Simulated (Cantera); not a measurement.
# Moist CO burnout

A perfectly stirred reactor is fed with CO : O2 : H2O : N2 = 0.0011 : 0.017 : 0.066 : 1 (molar parts), equivalence ratio 0.032, at 130000 Pa; it is held at 1075 K, and followed from long to short residence time.

Detailed kinetics in Cantera: GRI-Mech 3.0 (53 species, 325 reactions).

```
τ (s)       x CO    x O2   x H2O      x O     x NO2      x NO     x N2O
------  --------  ------  ------  -------  --------  --------  --------
6.3      8.57e-5  0.0152  0.0609  1.29e-8  3.52e-11  2.08e-11   3.16e-8
2.7     0.000142  0.0153  0.0609  2.67e-8  2.88e-11  2.00e-11   3.04e-8
1.2     0.000221  0.0153  0.0609  5.18e-8  2.07e-11  1.79e-11   2.70e-8
0.49    0.000343  0.0154  0.0609  1.01e-7  1.24e-11  1.41e-11   2.17e-8
0.21    0.000492  0.0154  0.0609  1.73e-7  6.67e-12  9.79e-12   1.60e-8
0.090   0.000657  0.0155  0.0609  2.60e-7  3.14e-12  5.79e-12   1.03e-8
0.038   0.000809  0.0156  0.0609  3.35e-7  1.27e-12  2.83e-12   5.64e-9
0.016   0.000918  0.0156  0.0609  3.59e-7    <1e-12  1.11e-12   2.55e-9
0.0070  0.000977  0.0157  0.0609  3.14e-7    <1e-12    <1e-12  9.80e-10
```
x: mole fraction; the columns are a selection and need not sum to one.
